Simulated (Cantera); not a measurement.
Mixture: 4.58 % C₃H₈, 19.1 % O₂, 71.9 % N₂, 4.40 % CO₂, equivalence ratio 1.2, at 750 Torr, adiabatic and at constant pressure. Ignition delay is the time to a rise of 400 K.

Model: GRI-Mech 3.0 (53 species, 325 reactions), integrated in Cantera. GRI-Mech 3.0 was tuned for natural gas; its chemistry of propane as a main component is partial and can be far from experiment.

Q: At T0 = 1500 K, what is the delay, and which 8 reactions control it most (d ln τ / d ln k, from doubling and halving each rate constant)?

A: The delay is 83.8 µs.
| reaction | d ln τ / d ln k | faster rate |
|---|---|---|
| C2H5 + CH3 (+M) <=> C3H8 (+M) | -0.47 | shortens it |
| H + O2 <=> O + OH | -0.33 | shortens it |
| CH3 + HO2 <=> CH3O + OH | -0.25 | shortens it |
| C3H8 + H <=> C3H7 + H2 | 0.24 | lengthens it |
| 2 CH3 (+M) <=> C2H6 (+M) | 0.18 | lengthens it |
| C2H5 + O2 <=> C2H4 + HO2 | -0.17 | shortens it |
| C3H8 + OH <=> C3H7 + H2O | 0.15 | lengthens it |
| C2H4 + OH <=> C2H3 + H2O | -0.13 | shortens it |
